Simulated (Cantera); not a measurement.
A freely propagating, adiabatic, planar premixed flame of 35.5 % CO, 1.53 % H₂, 13.2 % O₂, 49.7 % N₂, unburnt at 448 K and 4950 Torr; multicomponent+Soret transport, grid criteria slope 0.08 and curve 0.16, no radiation.

Model: GRI-Mech 3.0 (53 species, 325 reactions), integrated in Cantera. The hydrogen kinetics of GRI-Mech 3.0 are dated; newer H2 mechanisms differ, most at raised pressure. Burning velocities carry a grid error of a few per cent, more on coarse grids.

x: mole fraction of selected species; z is measured from the peak of heat release.

```tsv
z (mm)	T (K)	u (m/s)	x CO	x H₂	x O₂	x NO₂	x H₂O	x O
-0.286	448	0.641	0.355	0.0151	0.132	<1e-8	1.76e-7	<1e-8
-0.190	448	0.641	0.355	0.0148	0.132	<1e-8	2.62e-6	<1e-8
-0.143	449	0.641	0.356	0.0140	0.132	<1e-8	1.74e-5	<1e-8
-0.0952	455	0.649	0.356	0.0123	0.132	[?]	0.000121	<1e-8
-0.0476	581	0.823	0.350	0.00817	0.129	[?]	0.00188	2.26e-6
-0.0238	960	1.34	0.322	0.00566	0.112	[?]	0.00643	0.000310
0	1440	1.95	0.267	0.00274	0.0776	[?]	0.0111	0.00433
0.0238	1754	2.32	0.217	0.00133	0.0477	[?]	0.0110	0.00873
0.0476	1933	2.51	0.188	0.00123	0.0328	[?]	0.00990	0.00903
0.0952	2119	2.71	0.166	0.00133	0.0221	[?]	0.0103	0.00654
0.190	2274	2.88	0.151	0.00128	0.0149	1.71e-7	0.0120	0.00365
0.381	2390	3.00	0.139	0.00117	0.00883	1.78e-7	0.0134	0.00178
0.762	2465	3.08	0.130	0.00110	0.00453	[?]	0.0143	0.000803
```

**Question.** Complete the blanks.

**Answer.** 
- -0.0952, x NO₂: 2.61e-8
- -0.0476, x NO₂: 6.69e-7
- -0.0238, x NO₂: 3.38e-7
- 0, x NO₂: 8.96e-8
- 0.0238, x NO₂: 1.07e-7
- 0.0476, x NO₂: 1.22e-7
- 0.0952, x NO₂: 1.44e-7
- 0.762, x NO₂: 1.50e-7
